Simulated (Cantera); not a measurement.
A closed system holds: 1 mol CCl₄, a varied amount of HCl, 0.22 mol H₂, held at 2500 K and 1.60 Pa.

Cantera equilibrium calculation (NASA polynomials, part measured and part estimated; ideal gas, pure solids and liquids). Candidate condensed phases: C, C₆H₆, C₇H₈, C₈H₁₈; 91 gas species. The numbers say what is thermodynamically allowed, not how fast it happens.

Task: What share of the C ends up in condensed phases as a function of n(HCl) (mol), at 0.33, 0.41, 0.52, 0.64, 0.8, 1, 1.2, 1.5, 1.9, 2.4, 3?

Result: 
```csv
n(HCl) (mol),C condensed (%),as
0.33,41.5,C(graphite)
0.41,39.7,C(graphite)
0.52,37.2,C(graphite)
0.64,34.4,C(graphite)
0.8,30.8,C(graphite)
1,26.2,C(graphite)
1.2,21.7,C(graphite)
1.5,14.8,C(graphite)
1.9,5.7,C(graphite)
2.4,0.0,-
3,0.0,-
```
